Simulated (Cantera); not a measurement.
Charge: 1 mol Si, 0.029 mol N2O, 720 mol H2, 0.071 mol O2, at 1802 °C and 1 atm.

Method: chemical equilibrium by Gibbs-energy minimisation in Cantera with the NASA 1993 tables (ideal gas, pure condensed phases). Candidate condensed phases: H2O, Si, SiO2, Si2N2O, Si3N4; 35 gas species. Gases not in the tables: Si2H6 and higher silanes. Rates play no part.

Base state: H2 0.997, H 0.00264, SiO 0.000237, SiH2 0.000160, Si 0.000101, SiH 5.79e-5, N2 4.00e-5 (mole fractions); condensed: Si(l).

Q: What changes in the equilibrium state with this change: Si replaced by SiC?

A: 
| species | before | after |
|---|---|---|
| H2 | 0.997 | 0.997 |
| H | 0.00264 | 0.00264 |
| CO | 0 | 0.000148 |
| SiO | 0.000237 | 8.87e-5 |
| SiH2 | 0.000160 | 8.43e-5 |
| CH4 | 0 | 4.79e-5 |
| C2H2 (acetylene) | 0 | 2.28e-5 |
| HCN | 0 | 1.50e-5 |
| Si(l), mol | 0.596 | 0 |
| SiC(s), mol | 0 | 0.811 |
Further candidate phases: C, C6H6, C7H8, C8H18, SiC.
